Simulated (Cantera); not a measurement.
Cantera run:

```python
import numpy as np
import cantera as ct

gas_names = """
    AL ALCL ALCL2 ALCL3 ALH ALO ALOCL ALOH ALO2 ALO2H AL2 AL2CL6 AL2O AL2O2 CL CLO CL2 H HALO HCL HOCL
    HO2 H2 H2O H2O2 O OH O2 O3
""".split()
cond_names = """
    AL(cr) AL(L) ALCL3(s) ALCL3(L) AL2O3(a) AL2O3(L) H2O(s) H2O(L)
""".split()


def load(file, names, dense=False):
    # The tables refer to 1 bar. Condensed volumes are neglected.
    table = {s.name: s for s in ct.Species.list_from_file(file)}
    out = []
    for n in names:
        d = dict(table[n].input_data)
        d["thermo"] = dict(d["thermo"], **{"reference-pressure": 1e5})
        if dense:
            d["equation-of-state"] = {"model": "constant-volume", "density": "1e6 g/cm^3"}
        out.append(ct.Species.from_dict(d))
    return out


gas = ct.Solution(thermo="ideal-gas", species=load("nasa_gas.yaml", gas_names))
cond = {s.name: ct.Solution(thermo="fixed-stoichiometry", species=[s], name=s.name)
        for s in load("nasa_condensed.yaml", cond_names, dense=True)}
atoms = {
    'Al': {'AL': 1},
    'HCl': {'H': 1, 'CL': 1},
    'H2': {'H': 2},
    'H2O': {'H': 2, 'O': 1},
}
top_T = {}  # K; cautious upper limits of use, not melting points


def equilibrate(T, P, feed):
    n = {}
    for name, mol in feed.items():
        for a, k in atoms[name].items():
            n[a] = n.get(a, 0.0) + k * mol
    gas.TPX = T, P, n
    mass = sum(n.values()) * gas.mean_molecular_weight
    gas.equilibrate("TP")
    valid = [c for c in cond.values() if c.min_temp <= T <= top_T.get(c.name, c.max_temp)]
    mix = ct.Mixture([(gas, mass / gas.mean_molecular_weight)] + [(c, 0.0) for c in valid])
    mix.T, mix.P = T, P
    mix.equilibrate("TP", solver="vcs", rtol=1e-11, max_steps=5000)
    return mix


results = []
feed = {'Al': 1, 'HCl': 8, 'H2': 9.4, 'H2O': 0.72}  # mol
T = 1548  # K
P = 13332.2  # Pa
mix = equilibrate(T, P, feed)
results.append((T, P, feed, dict(zip(mix.species_names, mix.species_moles))))
print(gas.report(threshold=0.0001))
for i in range(1, mix.n_phases):
    print(f"{mix.phase(i).name:16s} {mix.phase_moles(i):12.5e} mol")
```

Result:

```
       temperature   1548 K
          pressure   13332 Pa
           density   0.018911 kg/m^3
  mean mol. weight   18.257 kg/kmol
   phase of matter   gas

                          1 kg             1 kmol
                     ---------------   ---------------
          enthalpy       -5.4919e+05       -1.0027e+07  J
   internal energy       -1.2542e+06       -2.2897e+07  J
           entropy             12683        2.3155e+05  J/K
    Gibbs function       -2.0183e+07       -3.6847e+08  J
 heat capacity c_p            1894.7             34592  J/K
 heat capacity c_v            1439.3             26278  J/K

                      mass frac. Y      mole frac. X     chem. pot. / RT
                     ---------------   ---------------   ---------------
             ALCL2         0.0032305        0.00060255           -71.608
             ALCL3           0.20831          0.028524           -96.711
               HCL           0.72063           0.36087           -35.705
                H2          0.067322           0.60967           -21.205
               H2O        0.00015564        0.00015773           -55.964
     [  +24 minor]        0.00035015         0.0001803

AL(L)             0.00000e+00 mol
ALCL3(L)          0.00000e+00 mol
AL2O3(a)          2.39060e-01 mol
```

Method: chemical equilibrium by Gibbs-energy minimisation in Cantera with the NASA 1993 tables (ideal gas, pure condensed phases). The tables' values for AlCl2 are old estimates; treat these amounts as uncertain.
